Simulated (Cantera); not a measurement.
What does this Cantera script print?

```python
import numpy as np
import cantera as ct

gas_names = """
    H HO2 H2 H2O H2O2 O OH O2 O3 Ti TiO TiO2
""".split()
cond_names = """
    H2O(s) H2O(L) Ti(a) Ti(b) Ti(L) TiO(a) TiO(b) TiO(L) TiO2(ru) TiO2(L) Ti2O3(a) Ti2O3(b) Ti2O3(L)
    Ti3O5(a) Ti3O5(b) Ti3O5(L) Ti4O7(s) Ti4O7(L)
""".split()


# ... load() reads the species with a 1 bar reference pressure and builds the phases ...
atoms = {
    'TiO2': {'Ti': 1, 'O': 2},
    'H2': {'H': 2},
}
top_T = {}  # K; cautious upper limits of use, not melting points


# ... equilibrate(T, P, feed) seeds the gas with the atoms and calls Mixture.equilibrate('TP', solver="vcs", rtol=1e-11, max_steps=5000) ...
results = []
T = 1648  # K
P = 133.322  # Pa
for m in [6, 8.4, 12, 17, 23, 33, 46, 65, 91, 130, 180, 250]:
    feed = {'TiO2': 1, 'H2': m}  # mol
    mix = equilibrate(T, P, feed)
    results.append((T, P, feed, dict(zip(mix.species_names, mix.species_moles))))

top = {s: max(r[3][s] / sum(r[3][g] for g in gas_names) for r in results) for s in gas_names}
cols = sorted((s for s in top if top[s] > 0.0001), key=lambda s: -top[s])[:9]
seen = [c for c in cond_names if any(r[3].get(c, 0) > 1e-12 for r in results)]
print("log10 of partial pressures in bar; condensed amounts in mol")
print(f"{'n(H2)':>10s}" + "".join(f"{s[:9]:>10s}" for s in cols + seen))
for T, P, feed, n in results:
    ng = sum(n[g] for g in gas_names)
    print(f"{feed['H2']:10.4g}" + "".join(f"{np.log10(max(n[s] / ng * P / 1e5, 1e-99)):10.3f}" for s in cols)
          + "".join(f"{n.get(c, 0):10.4g}" for c in seen))
```

Output:

```
log10 of partial pressures in bar; condensed amounts in mol
     n(H2)        H2       H2O         H  TiO2(ru)  Ti3O5(b)  Ti4O7(s)
         6    -2.895    -4.257    -5.498  0.002028         0    0.2495
       8.4    -2.889    -4.402    -5.495         0         0      0.25
        12    -2.885    -4.557    -5.493         0         0      0.25
        17    -2.883    -4.708    -5.492         0         0      0.25
        23    -2.882    -4.738    -5.491         0    0.2627   0.05299
        33    -2.881    -4.871    -5.491         0    0.3333         0
        46    -2.879    -5.016    -5.490         0    0.3333         0
        65    -2.878    -5.166    -5.490         0    0.3333         0
        91    -2.878    -5.312    -5.489         0    0.3333         0
       130    -2.877    -5.467    -5.489         0    0.3333         0
       180    -2.877    -5.608    -5.489         0    0.3333         0
       250    -2.877    -5.751    -5.489         0    0.3333         0
```

These are equilibrium values from Cantera (NASA tables, ideal gas, pure condensed phases), not measurements of a reactor. Mutual solubility and eutectic melting of coexisting phases are not modelled. Condensed phases not in the tables: Magnéli phases beyond Ti4O7.
